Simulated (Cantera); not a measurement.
Charge: 1 mol SiHCl3, 0.1 mol HCl, a varied amount of H2, at 2.60 mbar.

Points: T (K) = 900, 975, 1050, 1125, 1200, 1275, 1350, 1425, 1500, 1575; n(H2) (mol) = 4.6, 16, 28, 39, 51, 63, 74, 86, 98, 110, 120.

Cantera's Mixture.equilibrate('TP', solver="vcs", rtol=1e-11, max_steps=5000) on the NASA tables stopped like this:

```
ERROR: FAILURE its = 5001!

*******************************************************************************
CanteraError thrown by MultiPhase::equilibrate:
VCS solver failed. Return code: -1
*******************************************************************************
```

Q: What got this run through?

A: Several could match; the one computed here: The failure is numerical, not chemical. The same input converged with solver="gibbs", rtol=1e-10, max_steps=50000, and the result passed a check of the equilibrium conditions:
```
    900        4.6  Si(cr)
    900         16  Si(cr)
    900         28  Si(cr)
    900         39  Si(cr)
    900         51  Si(cr)
    900         63  Si(cr)
    900         74  Si(cr)
    900         86  Si(cr)
    900         98  Si(cr)
    900        110  Si(cr)
    900        120  Si(cr)
    975        4.6  Si(cr)
    975         16  Si(cr)
    975         28  Si(cr)
    975         39  Si(cr)
    975         51  Si(cr)
    975         63  Si(cr)
    975         74  Si(cr)
    975         86  Si(cr)
    975         98  Si(cr)
    975        110  Si(cr)
    975        120  Si(cr)
   1050        4.6  Si(cr)
   1050         16  Si(cr)
   1050         28  Si(cr)
   1050         39  Si(cr)
   1050         51  Si(cr)
   1050         63  Si(cr)
   1050         74  Si(cr)
   1050         86  Si(cr)
   1050         98  Si(cr)
   1050        110  Si(cr)
   1050        120  Si(cr)
   1125        4.6  Si(cr)
   1125         16  Si(cr)
   1125         28  Si(cr)
   1125         39  Si(cr)
   1125         51  Si(cr)
   1125         63  Si(cr)
   1125         74  Si(cr)
   1125         86  Si(cr)
   1125         98  Si(cr)
   1125        110  Si(cr)
   1125        120  Si(cr)
   1200        4.6  Si(cr)
   1200         16  Si(cr)
   1200         28  Si(cr)
   1200         39  Si(cr)
   1200         51  Si(cr)
   1200         63  Si(cr)
   1200         74  Si(cr)
   1200         86  Si(cr)
   1200         98  Si(cr)
   1200        110  Si(cr)
   1200        120  Si(cr)
   1275        4.6  Si(cr)
   1275         16  Si(cr)
   1275         28  Si(cr)
   1275         39  Si(cr)
   1275         51  Si(cr)
   1275         63  Si(cr)
   1275         74  Si(cr)
   1275         86  Si(cr)
   1275         98  Si(cr)
   1275        110  Si(cr)
   1275        120  Si(cr)
   1350        4.6  Si(cr)
   1350         16  Si(cr)
   1350         28  Si(cr)
   1350         39  Si(cr)
   1350         51  Si(cr)
   1350         63  Si(cr)
   1350         74  Si(cr)
   1350         86  Si(cr)
   1350         98  Si(cr)
   1350        110  Si(cr)
   1350        120  Si(cr)
   1425        4.6  Si(cr)
   1425         16  Si(cr)
   1425         28  Si(cr)
   1425         39  Si(cr)
   1425         51  Si(cr)
   1425         63  Si(cr)
   1425         74  Si(cr)
   1425         86  Si(cr)
   1425         98  Si(cr)
   1425        110  Si(cr)
   1425        120  Si(cr)
   1500        4.6  Si(cr)
   1500         16  Si(cr)
   1500         28  Si(cr)
   1500         39  Si(cr)
   1500         51  Si(cr)
   1500         63  Si(cr)
   1500         74  Si(cr)
   1500         86  Si(cr)
   1500         98  Si(cr)
   1500        110  Si(cr)
   1500        120  Si(cr)
   1575        4.6  Si(cr)
   1575         16  Si(cr)
   1575         28  Si(cr)
   1575         39  Si(cr)
   1575         51  Si(cr)
   1575         63  Si(cr)
   1575         74  Si(cr)
   1575         86  Si(cr)
   1575         98  Si(cr)
   1575        110  Si(cr)
   1575        120  Si(cr)
```

The gas is ideal and each condensed phase is pure. The tables' values for SiCl3 are old estimates.
